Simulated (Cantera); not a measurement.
**Adiabatic ignition**

An adiabatic, constant-pressure homogeneous reactor starts with 20.9 % H2, 16.6 % O2, 62.3 % N2, 0.151 % NO, at 998 K and 3.00 bar.

Cantera simulation using GRI-Mech 3.0 (53 species, 325 reactions); the numbers are that mechanism's predictions, not measurements. The hydrogen kinetics of GRI-Mech 3.0 are dated; newer H2 mechanisms differ, most at raised pressure. The mechanism lacks 2 NO + O2 → 2 NO2 and HONO, so NO2 and the effect of NO are under-described below about 1400 K.

```csv
t (s),T (K),x H2,x O2,x NO,x N2O,x OH,x H
1.00e-6,998,0.209,0.166,0.00151,<1e-12,3.35e-12,5.02e-11
3.16e-6,998,0.209,0.166,0.00151,<1e-12,1.26e-11,1.31e-10
1.00e-5,998,0.209,0.166,0.00151,6.16e-12,5.53e-11,4.65e-10
3.16e-5,998,0.209,0.166,0.00151,1.49e-10,6.06e-10,4.74e-9
0.000100,998,0.209,0.166,0.00149,8.42e-8,3.03e-7,2.18e-6
0.000316,2431,0.00215,0.0662,0.00177,8.76e-7,0.00993,0.000497
0.00100,2430,0.00214,0.0661,0.00216,8.75e-7,0.00989,0.000493
0.00316,2428,0.00213,0.0655,0.00332,8.75e-7,0.00981,0.000487
0.0100,2423,0.00210,0.0642,0.00608,8.82e-7,0.00961,0.000473
0.0316,2418,0.00206,0.0626,0.00939,9.01e-7,0.00937,0.000457
0.100,2417,0.00206,0.0623,0.0101,9.07e-7,0.00932,0.000454
```
x: mole fraction; the columns are a selection and need not sum to one.

| Property | Result |
|---|---|
| time of steepest temperature rise | 0.185 ms |
| temperature at 0.100 s | 2417 K |
| equilibrium temperature | 2417 K |
| x(H2) at 0.100 s | 0.00206 (gas-phase equilibrium 0.00206) |
| x(O2) at 0.100 s | 0.0623 (gas-phase equilibrium 0.0623) |
| x(NO) at 0.100 s | 0.0101 (gas-phase equilibrium 0.0101) |
